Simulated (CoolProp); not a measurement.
R1336mzz(Z) along the isotherm 500 K: density (kg/m³) from the reference equation and from simpler models built on Tc = 444.5 K, pc = 2.904 MPa, ω = 0.386; each cubic takes its own stable root.

Values from CoolProp's reference Helmholtz-energy equation of state, McLinden 2020.

```csv
p (MPa),phase,reference,ideal gas,van der Waals,Redlich-Kwong,Soave-Redlich-Kwong,Peng-Robinson
0.311,gas,12.59,12.27,12.58,12.60,12.57,12.62
0.622,gas,25.85,24.55,25.82,25.92,25.78,25.97
0.933,gas,39.87,36.82,39.84,40.05,39.69,40.14
1.24,gas,54.55,48.93,54.54,54.91,54.20,55.03
1.56,gas,70.88,61.56,70.97,71.52,70.24,71.60
1.87,gas,87.83,73.80,88.17,88.87,86.79,88.83
2.18,gas,106.1,86.03,106.9,107.7,104.5,107.3
2.49,gas,125.8,98.26,127.6,128.3,123.4,127.3
2.8,gas,147.3,110.5,(withheld),151.0,143.8,149.0
3.11,supercritical,170.8,122.7,177.5,176.3,165.8,172.4
3.42,supercritical,196.8,135.0,208.8,204.7,189.5,198.0
3.73,supercritical,225.5,147.2,246.7,236.9,215.3,225.7
4.04,supercritical,(withheld),159.4,292.7,273.4,243.0,255.6
4.36,supercritical,293.8,172.1,344.7,315.3,273.6,(withheld)
```

Question: Fill in the missing entries.

Answer: 
- 2.8, van der Waals: 150.9
- 4.04, reference: 257.3
- 4.36, Peng-Robinson: 288.7
